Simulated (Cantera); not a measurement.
Feed: 1 mol Cu2O, 7.7 mol C, 0.46 mol N2, at 1 atm.

Equilibrium computed with Cantera from the NASA thermochemical tables; the gas is ideal and each condensed phase is pure. Candidate condensed phases: C, Cu, CuO, Cu2O; 27 gas species. Kinetics and transport are ignored.

x: gas mole fraction; n: condensed amount in mol.

| T (K) | x CO | x N2 | x Cu | x Cu2 | n C(graphite) | n Cu(l) |
|---|---|---|---|---|---|---|
| 2000 | 0.682 | 0.314 | 0.00425 | 1.76e-5 | 6.70 | 1.99 |
| 2050 | 0.680 | 0.313 | (withheld) | (withheld) | 6.70 | 1.99 |
| 2100 | 0.678 | 0.312 | 0.0103 | 5.87e-5 | 6.70 | 1.98 |
| 2150 | 0.674 | 0.310 | 0.0155 | 0.000103 | 6.70 | 1.98 |
| 2200 | 0.669 | 0.308 | (withheld) | (withheld) | 6.70 | 1.97 |
| 2250 | 0.662 | 0.305 | 0.0332 | 0.000289 | 6.70 | 1.95 |
| 2300 | 0.652 | 0.300 | 0.0474 | 0.000469 | 6.70 | 1.93 |
| 2350 | 0.639 | 0.294 | 0.0666 | 0.000742 | 6.70 | 1.89 |
| 2400 | 0.621 | 0.286 | 0.0923 | 0.00115 | 6.70 | 1.85 |
| 2450 | 0.597 | 0.275 | 0.126 | 0.00176 | 6.70 | 1.78 |

**Question.** Complete the blanks.

**Answer.** 
- 2200, x Cu: 0.0229
- 2200, x Cu2: 0.000174
- 2050, x Cu: 0.00668
- 2050, x Cu2: 3.26e-5
